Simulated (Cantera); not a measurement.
**Hydrocarbon pyrolysis for carbon deposition**

An isothermal, constant-pressure homogeneous reactor starts with 1.28 % C3H8, 98.7 % H2, at 1650 K and 0.138 atm.

Computed with Cantera and GRI-Mech 3.0 (53 species, 325 reactions). GRI-Mech 3.0 was tuned for natural gas; its chemistry of propane as a main component is partial and can be far from experiment. GRI-Mech 3.0 stops at C3 and has no aromatics, soot or wall deposition, so with more carbon than oxygen in the feed, carbon stays in small species such as C2H2 where larger ones or solid carbon would form.

| t (s) | x C3H8 | x H2 | x H | x CH3 | x C2H2 | x CH2 |
|---|---|---|---|---|---|---|
| 6.00e-6 | 0.0121 | 0.986 | 0.000315 | 0.000490 | 2.18e-7 | 4.29e-8 |
| 1.65e-5 | 0.00955 | 0.983 | 0.000941 | 0.00137 | 1.38e-5 | 7.02e-7 |
| 4.52e-5 | 0.00231 | 0.974 | 0.00248 | 0.00163 | 0.000508 | 2.88e-6 |
| 0.000124 | 9.17e-6 | 0.971 | 0.00230 | 0.000705 | 0.00351 | 1.39e-6 |
| 0.000340 | 3.46e-9 | 0.972 | 0.00130 | 0.000397 | 0.00691 | 4.70e-7 |
| 0.000933 | 9.26e-10 | 0.973 | 0.000724 | 0.000222 | 0.00941 | 1.53e-7 |
| 0.00256 | 2.19e-10 | 0.973 | 0.000417 | 0.000128 | 0.0108 | 5.20e-8 |
| 0.00703 | 5.99e-11 | 0.974 | 0.000271 | 8.32e-5 | 0.0112 | 2.22e-8 |
| 0.0193 | 3.85e-11 | 0.974 | 0.000233 | 7.12e-5 | 0.0113 | 1.64e-8 |
| 0.0529 | 3.65e-11 | 0.974 | 0.000232 | 6.96e-5 | 0.0114 | 1.60e-8 |
| 0.145 | 3.30e-11 | 0.974 | 0.000233 | 6.67e-5 | 0.0117 | 1.53e-8 |
| 0.398 | 2.58e-11 | 0.975 | 0.000234 | 5.99e-5 | 0.0124 | 1.38e-8 |
| 1.09 | 1.55e-11 | 0.976 | 0.000236 | 4.70e-5 | 0.0137 | 1.10e-8 |
| 3.00 | 7.51e-12 | 0.978 | 0.000239 | 3.07e-5 | 0.0154 | 7.33e-9 |
x: mole fraction; the columns are a selection and need not sum to one.

Equilibrium at this temperature and pressure: C3H8 3.53e-12, H2 0.979, H 0.000242, CH3 1.72e-5, C2H2 0.0167, CH2 4.17e-9 (gas phase only).
